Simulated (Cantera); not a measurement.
Input (Python, Cantera) and output of one run.

```python
import numpy as np
import cantera as ct

gas_names = """
    H HO2 H2 H2O H2O2 H2S H2SO4 O OH O2 O3 S SH SO SO2 SO3 S2 S2O S8
""".split()
cond_names = """
    H2O(s) H2O(L) H2SO4(L) S(cr1) S(cr2) S(L)
""".split()


def load(file, names, dense=False):
    # The tables refer to 1 bar. Condensed volumes are neglected.
    table = {s.name: s for s in ct.Species.list_from_file(file)}
    out = []
    for n in names:
        d = dict(table[n].input_data)
        d["thermo"] = dict(d["thermo"], **{"reference-pressure": 1e5})
        if dense:
            d["equation-of-state"] = {"model": "constant-volume", "density": "1e6 g/cm^3"}
        out.append(ct.Species.from_dict(d))
    return out


gas = ct.Solution(thermo="ideal-gas", species=load("nasa_gas.yaml", gas_names))
cond = {s.name: ct.Solution(thermo="fixed-stoichiometry", species=[s], name=s.name)
        for s in load("nasa_condensed.yaml", cond_names, dense=True)}
atoms = {
    'H2S': {'H': 2, 'S': 1},
    'O2': {'O': 2},
}
top_T = {}  # K; cautious upper limits of use, not melting points


def equilibrate(T, P, feed):
    n = {}
    for name, mol in feed.items():
        for a, k in atoms[name].items():
            n[a] = n.get(a, 0.0) + k * mol
    gas.TPX = T, P, n
    mass = sum(n.values()) * gas.mean_molecular_weight
    gas.equilibrate("TP")
    valid = [c for c in cond.values() if c.min_temp <= T <= top_T.get(c.name, c.max_temp)]
    mix = ct.Mixture([(gas, mass / gas.mean_molecular_weight)] + [(c, 0.0) for c in valid])
    mix.T, mix.P = T, P
    mix.equilibrate("TP", solver="vcs", rtol=1e-11, max_steps=5000)
    return mix


results = []
T = 1123.15  # K
P = 100000  # Pa
for m in [0.13, 0.16, 0.2, 0.24, 0.3, 0.36, 0.44, 0.54]:
    feed = {'H2S': 1, 'O2': m}  # mol
    mix = equilibrate(T, P, feed)
    results.append((T, P, feed, dict(zip(mix.species_names, mix.species_moles))))

top = {s: max(r[3][s] / sum(r[3][g] for g in gas_names) for r in results) for s in gas_names}
cols = sorted((s for s in top if top[s] > 1e-06), key=lambda s: -top[s])[:9]
seen = [c for c in cond_names if any(r[3].get(c, 0) > 1e-12 for r in results)]
print("log10 of partial pressures in bar; condensed amounts in mol")
print(f"{'n(O2)':>10s}" + "".join(f"{s[:9]:>10s}" for s in cols + seen))
for T, P, feed, n in results:
    ng = sum(n[g] for g in gas_names)
    print(f"{feed['O2']:10.4g}" + "".join(f"{np.log10(max(n[s] / ng * P / 1e5, 1e-99)):10.3f}" for s in cols)
          + "".join(f"{n.get(c, 0):10.4g}" for c in seen))
```

It prints:

```
log10 of partial pressures in bar; condensed amounts in mol
     n(O2)       H2S       H2O        S2       SO2        H2       S2O        SH        SO
      0.13    -0.220    -0.650    -0.881    -3.221    -1.396    -3.528    -3.798    -5.315
      0.16    -0.263    -0.571    -0.824    -2.891    -1.468    -3.320    -3.806    -5.136
       0.2    -0.325    -0.492    -0.763    -2.517    -1.561    -3.087    -3.821    -4.934
      0.24    -0.390    -0.432    -0.717    -2.198    -1.648    -2.893    -3.842    -4.763
       0.3    -0.489    -0.368    -0.672    -1.806    -1.770    -2.664    -3.881    -4.556
      0.36    -0.585    -0.329    -0.653    -1.506    -1.875    -2.499    -3.923    -4.401
      0.44    -0.698    -0.299    -0.654    -1.220    -1.989    -2.357    -3.981    -4.258
      0.54    -0.821    -0.281    -0.682    -0.983    -2.097    -2.259    -4.049    -4.146
```

Cantera equilibrium calculation (NASA polynomials, part measured and part estimated; ideal gas, pure solids and liquids). Gases not in the tables: S3 to S7.
